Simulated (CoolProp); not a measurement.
The fluid at 369.62 K and 9.43 MPa is compressed adiabatically to 33.5 MPa with isentropic efficiency 0.85. The same conditions are run with several fluids, on thermodynamics alone (safety and materials aside).

Computed with CoolProp (reference Helmholtz-energy equation of state of each fluid (carbon dioxide: Span 1996; nitrous oxide: Lemmon 2006; hydrogen chloride: Thol 2018; R507A: Lemmon 2003)). Blends and air are pseudo-pure fits.

```
fluid              work (kJ/kg)  final temperature (K)  final density (kg/m³)
-----------------  ------------  ---------------------  ---------------------
carbon dioxide              ___                  498.2                    ___
nitrous oxide               ___                  495.1                    411
hydrogen chloride           113                    ___                    ___
R507A                      31.5                    ___                    ___
```

Problem. Some entries are withheld; supply them.

Solution. 
- carbon dioxide, work (kJ/kg): 97.0
- carbon dioxide, final density (kg/m³): 392
- nitrous oxide, work (kJ/kg): 92.3
- hydrogen chloride, final temperature (K): 536.2
- hydrogen chloride, final density (kg/m³): 321
- R507A, final temperature (K): 400.5
- R507A, final density (kg/m³): 977
